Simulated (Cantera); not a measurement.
Input (Python, Cantera) and output of one run.

```python
import numpy as np
import cantera as ct

gas_names = """
    H HO2 H2 H2O H2O2 O OH O2 O3 Ta TaO TaO2
""".split()
cond_names = """
    H2O(s) H2O(L) Ta(cr) Ta(L) Ta2O5(s) Ta2O5(L)
""".split()


def load(file, names, dense=False):
    # The tables refer to 1 bar. Condensed volumes are neglected.
    table = {s.name: s for s in ct.Species.list_from_file(file)}
    out = []
    for n in names:
        d = dict(table[n].input_data)
        d["thermo"] = dict(d["thermo"], **{"reference-pressure": 1e5})
        if dense:
            d["equation-of-state"] = {"model": "constant-volume", "density": "1e6 g/cm^3"}
        out.append(ct.Species.from_dict(d))
    return out


gas = ct.Solution(thermo="ideal-gas", species=load("nasa_gas.yaml", gas_names))
cond = {s.name: ct.Solution(thermo="fixed-stoichiometry", species=[s], name=s.name)
        for s in load("nasa_condensed.yaml", cond_names, dense=True)}
atoms = {
    'Ta': {'Ta': 1},
    'H2O': {'H': 2, 'O': 1},
}
top_T = {}  # K; cautious upper limits of use, not melting points


def equilibrate(T, P, feed):
    n = {}
    for name, mol in feed.items():
        for a, k in atoms[name].items():
            n[a] = n.get(a, 0.0) + k * mol
    gas.TPX = T, P, n
    mass = sum(n.values()) * gas.mean_molecular_weight
    gas.equilibrate("TP")
    valid = [c for c in cond.values() if c.min_temp <= T <= top_T.get(c.name, c.max_temp)]
    mix = ct.Mixture([(gas, mass / gas.mean_molecular_weight)] + [(c, 0.0) for c in valid])
    mix.T, mix.P = T, P
    mix.equilibrate("TP", solver="vcs", rtol=1e-11, max_steps=5000)
    return mix


results = []
feed = {'Ta': 1, 'H2O': 0.26}  # mol
P = 133.322  # Pa
for T in [1998, 2073, 2148, 2223, 2298, 2373, 2448, 2523, 2598, 2673, 2748]:
    mix = equilibrate(T, P, feed)
    results.append((T, P, feed, dict(zip(mix.species_names, mix.species_moles))))

top = {s: max(r[3][s] / sum(r[3][g] for g in gas_names) for r in results) for s in gas_names}
cols = sorted((s for s in top if top[s] > 0.001), key=lambda s: -top[s])[:6]
seen = [c for c in cond_names if any(r[3].get(c, 0) > 1e-12 for r in results)]
print("log10 of partial pressures in bar; condensed amounts in mol")
print(f"{'T/K':>10s}" + "".join(f"{s[:9]:>10s}" for s in cols + seen))
for T, P, feed, n in results:
    ng = sum(n[g] for g in gas_names)
    print(f"{T:10.4g}" + "".join(f"{np.log10(max(n[s] / ng * P / 1e5, 1e-99)):10.3f}" for s in cols)
          + "".join(f"{n.get(c, 0):10.4g}" for c in seen))
```

Output:

```
log10 of partial pressures in bar; condensed amounts in mol
       T/K        H2         H      TaO2       TaO       H2O         O    Ta(cr)  Ta2O5(s)  Ta2O5(L)
      1998    -2.895    -4.242    -5.993    -6.711    -5.637    -9.469    0.8961   0.05182         0
      2073    -2.909    -4.034    -5.456    -6.172    -5.517    -8.857     0.896         0   0.05156
      2148    -2.930    -3.845    -4.993    -5.689    -5.433    -8.305    0.8956         0   0.05091
      2223    -2.965    -3.676    -4.564    -5.240    -5.371    -7.792    0.8944         0   0.04918
      2298    -3.022    -3.530    -4.165    -4.821    -5.338    -7.313    0.8911         0   0.04461
      2373    -3.126    -3.418    -3.795    -4.431    -5.359    -6.865    0.8816         0   0.03201
      2448    -3.308    -3.355    -3.501    -4.092    -5.490    -6.472     0.856         0         0
      2523    -3.408    -3.260    -3.561    -3.941    -5.709    -6.269    0.8483         0         0
      2598    -3.533    -3.186    -3.637    -3.808    -5.957    -6.087    0.8379         0         0
      2673    -3.685    -3.133    -3.731    -3.695    -6.234    -5.927    0.8249         0         0
      2748    -3.859    -3.097    -3.846    -3.600    -6.540    -5.788    0.8099         0         0
```

Method: chemical equilibrium by Gibbs-energy minimisation in Cantera with the NASA 1993 tables (ideal gas, pure condensed phases). Mutual solubility and eutectic melting of coexisting phases are not modelled. Condensed phases not in the tables: N, O or C dissolved in the metal.
